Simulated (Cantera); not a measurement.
Cantera with NASA thermochemical tables; ideal gases at 1 bar, condensed phases pure. Values are per mole of reaction as written; species without (g) are pure solids or liquids, kept so even where they would boil at 1 bar.

Problem. Between 300 and 1225 K, where is each reaction favourable under standard conditions?
- NbO₂ + 2 N(g) → 2 NO(g) + Nb

Solution. 
- NbO₂ + 2 N(g) → 2 NO(g) + Nb: ΔG° is 3 kJ at 300 K and -68 kJ at 1225 K; it changes sign between 300 and 825 K. ΔH° is 3 kJ and ΔS° 58 J/K at 1225 K.
